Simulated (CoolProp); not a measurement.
Vapour-liquid equilibrium of R13 (1) + n-butane (2) at 0.0773 MPa; x and y are mole fractions of (1).

Values from CoolProp's multi-fluid Helmholtz-energy mixture model, Platzer 1990 and Bücker 2006; pair parameters Bell 2016. This equation is an older, rougher fit; its heat capacities, sound speeds and derivatives of the liquid may be far off and weren't checked against measurements.

| x | bubble temperature, mixture model (K) | bubble temperature, Raoult's law (K) | y, mixture model | y, Raoult's law |
|---|---|---|---|---|
| 0.05 | 232.8 | 246.2 | 0.790 | 0.598 |
| 0.2 | 204.7 | 219.1 | 0.968 | 0.924 |
| 0.35 | 197.5 | 207.1 | 0.984 | 0.972 |
| 0.5 | 194.2 | 199.8 | 0.989 | 0.988 |
| 0.65 | 192.0 | 194.7 | 0.992 | 0.994 |
| 0.8 | 190.0 | 190.8 | 0.995 | 0.998 |
| 0.95 | 187.7 | 187.7 | 0.999 | 1.000 |

The largest gap from Raoult's law is -14.4 K in bubble temperature, at x = 0.2. No azeotrope shows between x = 0.05 and 0.95.

Pair parameters are fitted to limited data, so mixtures are less certain than the pure fluids. With so large a gap from Raoult's law the liquid may split in two, which this calculation doesn't test in full.
